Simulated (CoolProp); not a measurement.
Toluene along the isotherm 620 K: fugacity coefficient from the reference equation and from simpler models built on Tc = 591.7 K, pc = 4126 kPa, ω = 0.266; each cubic takes its own stable root.

The numbers come from the reference Helmholtz-energy equation of state, Lemmon 2006 in CoolProp. It is a short technical equation, of lower accuracy than the large ones.

```csv
p (kPa),phase,reference,van der Waals,Redlich-Kwong,Peng-Robinson
688,gas,0.9481,0.9560,0.9509,0.9463
1380,gas,0.8972,0.9120,0.9024,0.8940
2060,gas,0.8482,0.8689,0.8556,0.8441
2750,gas,0.7994,0.8250,0.8086,0.7948
3440,gas,0.7513,0.7805,0.7620,0.7466
4130,supercritical,0.7037,0.7346,0.7152,0.6991
4810,supercritical,0.6568,0.6857,0.6678,0.6526
5500,supercritical,0.6081,0.6323,0.6178,0.6054
6190,supercritical,0.5608,0.5869,0.5722,0.5613
6880,supercritical,0.5205,0.5499,0.5340,0.5235
7560,supercritical,0.4873,0.5199,0.5025,0.4919
8250,supercritical,0.4590,0.4945,0.4756,0.4648
8940,supercritical,0.4350,0.4732,0.4527,0.4416
9630,supercritical,0.4144,0.4551,0.4331,0.4216
10300,supercritical,0.3970,0.4401,0.4165,0.4048
```
